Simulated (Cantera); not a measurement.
An adiabatic, constant-volume homogeneous reactor starts with CH₄ : C₂H₆ : O₂ : N₂ = 1 : 0.11 : 0.994 : 3.74 (molar parts), at 1175 K and 21.0 bar. Integrator tolerance rtol = 1e-08.

Cantera simulation using GRI-Mech 3.0 (53 species, 325 reactions); the numbers are that mechanism's predictions, not measurements. The pressure lies above the range GRI-Mech 3.0 was tuned for (to about 10 atm).

| quantity | before | after |
|---|---|---|
| time of steepest temperature rise | 0.597 ms | 0.804 ms |
| temperature at 0.100 s | 2354 K | 2331 K |
| equilibrium temperature | 2354 K | 2331 K |
| x(CH₄) at 0.100 s | 3.23e-7 (gas-phase equilibrium 3.55e-7) | 3.70e-7 (gas-phase equilibrium 4.06e-7) |
| x(C₂H₆) at 0.100 s | <1e-12 (gas-phase equilibrium <1e-12) | <1e-12 (gas-phase equilibrium <1e-12) |
| x(O₂) at 0.100 s | 2.64e-8 (gas-phase equilibrium 2.64e-8) | 2.02e-8 (gas-phase equilibrium 2.02e-8) |
| x(C₂H₄) at 0.100 s | 8.18e-12 (gas-phase equilibrium 9.02e-12) | 9.53e-12 (gas-phase equilibrium 1.05e-11) |
| x(NO₂) at 0.100 s | 1.35e-11 (gas-phase equilibrium 1.35e-11) | 1.02e-11 (gas-phase equilibrium 1.02e-11) |
| x(HO₂) at 0.100 s | 1.66e-10 (gas-phase equilibrium 1.66e-10) | 1.28e-10 (gas-phase equilibrium 1.28e-10) |
| x(C₂H₂) at 0.100 s | 5.52e-10 (gas-phase equilibrium 6.08e-10) | 5.79e-10 (gas-phase equilibrium 6.37e-10) |

**Question.** Name the change that produced these shifts.
A. initial temperature 1175 to 1698 K
B. pressure from 21.0 bar to 4.60 bar
C. initial temperature 1175 to 1575 K
D. initial temperature 1175 to 1150 K

**Answer.** D, initial temperature 1175 to 1150 K
